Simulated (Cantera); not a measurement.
**Thermodynamics of calcination and drying, feed MgSO₄ + H₂**

Feed: 1 mol MgSO₄, 0.079 mol H₂, at 10000 Pa.

These are equilibrium values from Cantera (NASA tables, ideal gas, pure condensed phases), not measurements of a reactor. Candidate condensed phases: H₂O, H₂SO₄, Mg, MgO, Mg(OH)₂, MgS, MgSO₄, S; 26 gas species. Mutual solubility and eutectic melting of coexisting phases are not modelled. Gases not in the tables: S₃ to S₇. Rates play no part.

From 302 °C to 902 °C the condensed part is MgO(s) + MgSO₄(s). From 1052 °C to 1502 °C the condensed part is MgO(s).

| T (°C) | x H₂O | x SO₂ | x O₂ | x H₂S | x S₂ | x SO₃ | n MgO(s) | n MgSO₄(s) |
|---|---|---|---|---|---|---|---|---|
| 302 | 0.751 | 0.000280 | <1e-12 | 0.248 | 0.000423 | <1e-12 | 0.0198 | 0.980 |
| 452 | 0.678 | 0.200 | <1e-12 | 0.0837 | 0.0360 | 1.39e-10 | 0.0373 | 0.963 |
| 602 | 0.500 | 0.500 | <1e-12 | 5.08e-8 | 1.25e-9 | 4.22e-7 | 0.0790 | 0.921 |
| 752 | 0.500 | 0.500 | 2.87e-7 | <1e-12 | <1e-12 | 0.000115 | 0.0790 | 0.921 |
| 902 | 0.467 | 0.506 | 0.0195 | <1e-12 | <1e-12 | 0.00707 | 0.0868 | 0.913 |
| 1052 | 0.0516 | 0.642 | 0.295 | <1e-12 | <1e-12 | 0.0114 | 1.00 | 0 |
| 1202 | 0.0514 | 0.646 | 0.297 | <1e-12 | <1e-12 | 0.00474 | 1.00 | 0 |
| 1352 | 0.0512 | 0.648 | 0.298 | <1e-12 | <1e-12 | 0.00232 | 1.00 | 0 |
| 1502 | 0.0509 | 0.648 | 0.298 | 4.76e-12 | 1.04e-12 | 0.00129 | 1.00 | 0 |
x: gas mole fraction; n: condensed amount in mol.
